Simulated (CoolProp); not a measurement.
Vapour pressure (MPa) of nitrogen: the reference equation beside estimates from Tc = 126.2 K, pc = 3.396 MPa, ω = 0.037.

Computed with CoolProp (reference Helmholtz-energy equation of state, Span 2000).

```csv
T (K),reference,van der Waals,Redlich-Kwong,Soave-Redlich-Kwong,Peng-Robinson
99.4,0.7464,1.211,0.7472,0.7526,0.7486
102,0.8917,1.365,0.8983,0.9004,0.8946
104.7,1.063,1.538,1.076,1.075,1.067
107.3,1.249,1.716,1.269,1.264,1.254
110,1.466,1.914,1.492,1.484,1.473
112.6,1.699,2.118,1.731,1.720,1.708
115.3,1.968,2.343,2.005,1.992,1.980
117.9,2.256,2.573,2.294,2.281,2.269
120.6,2.587,2.826,2.622,2.611,2.601
123.3,2.954,3.093,2.979,2.972,2.966
```

Absolute difference from the reference over all 10 rows, mean and median: van der Waals 30.0 and 27.6 %, Redlich-Kwong 1.3 and 1.5 %, Soave-Redlich-Kwong 1.0 and 1.1 %, Peng-Robinson 0.5 and 0.4 %.
